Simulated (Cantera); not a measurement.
A closed system holds: 1 mol Si, 0.23 mol CO₂, 44 mol H₂, held at 100 Torr.

Method: chemical equilibrium by Gibbs-energy minimisation in Cantera with the NASA 1993 tables (ideal gas, pure condensed phases). Candidate condensed phases: C, C₆H₆, C₇H₈, C₈H₁₈, H₂O, Si, SiC, SiO₂; 123 gas species. Mutual solubility and eutectic melting of coexisting phases are not modelled. The tables hold silica as quartz up to 1696 K and as liquid above; real silica turns to tridymite and cristobalite and melts near 1996 K. Gases not in the tables: Si₂H₆ and higher silanes. Kinetics and transport are ignored.

log p: log10 of the partial pressure in bar; n: condensed amount in mol.

```csv
T (°C),log p H₂,log p SiO,log p H,log p CO,log p Si,log p SiH₂,log p SiH,n Si(s),n SiC(s),n SiO₂(β-quartz),n Si(l)
800,-0.88,-8.05,?,-10.55,<-12,-10.04,<-12,0.540,0.230,0.230,0
900,-0.88,-6.62,?,-8.84,-12.31,-9.04,-11.49,0.540,0.230,0.230,0
1000,-0.88,-5.41,?,-7.40,-10.74,-8.20,-10.20,0.540,0.230,0.229,0
1100,-0.88,-4.39,?,-6.17,-9.41,-7.48,-9.09,0.534,0.230,0.223,0
1200,-0.88,-3.50,?,-5.11,-8.26,-6.85,-8.14,0.492,0.227,0.177,0
1300,-0.88,-2.88,?,-4.33,-7.26,-6.32,-7.32,0.341,0.214,0,0
1400,-0.88,-2.88,?,-4.20,-6.38,-5.84,-6.59,0.351,0.209,0,0
1500,-0.88,-2.90,?,-3.95,-5.67,-5.49,-6.02,0,0.193,0,0.382
1600,-0.88,-2.93,?,-3.72,-5.05,-5.19,-5.53,0,0.166,0,0.432
1700,-0.88,-2.97,?,-3.52,-4.50,-4.92,-5.08,0,0.129,0,0.494
```

Some entries are withheld; supply them.


- 800, log p H: -8.29
- 900, log p H: -7.37
- 1000, log p H: -6.58
- 1100, log p H: -5.92
- 1200, log p H: -5.34
- 1300, log p H: -4.83
- 1400, log p H: -4.38
- 1500, log p H: -3.99
- 1600, log p H: -3.63
- 1700, log p H: -3.31
